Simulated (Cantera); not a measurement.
Feed: 1 mol CuO, 13 mol CO, 3.9 mol H2, at 0.240 bar.

Equilibrium computed with Cantera from the NASA thermochemical tables; the gas is ideal and each condensed phase is pure. Candidate condensed phases: C, C6H6, C7H8, C8H18, Cu, CuO, Cu(OH)2, Cu2O, H2O; 113 gas species. The numbers say what is thermodynamically allowed, not how fast it happens.

Question: At 1648 K, list the 4 most abundant gas species with their mole fractions, and the condensed phases.

Answer: CO 0.738, H2 0.203, CO2 0.0314, H2O 0.0277. Condensed: Cu(l).
